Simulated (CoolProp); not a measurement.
Vapour-liquid equilibrium of propylene (1) + R134a (2) at 790 kPa; x and y are mole fractions of (1).

Model: multi-fluid Helmholtz-energy mixture model, Lemmon 2013 and Tillner-Roth 1994; pair parameters Bell 2016, in CoolProp.

Question: Give the bubble temperature and the first vapour's composition at x = 0.125, 0.65, 0.95. Is there an azeotrope?

Answer: x = 0.125: 22.0 °C, y = 0.289; x = 0.65: 9.3 °C, y = 0.714; x = 0.95: 9.6 °C, y = 0.934. y crosses x between x = 0.8 and 0.875: the model has an azeotrope there.

Pair parameters are fitted to limited data, so mixtures are less certain than the pure fluids.
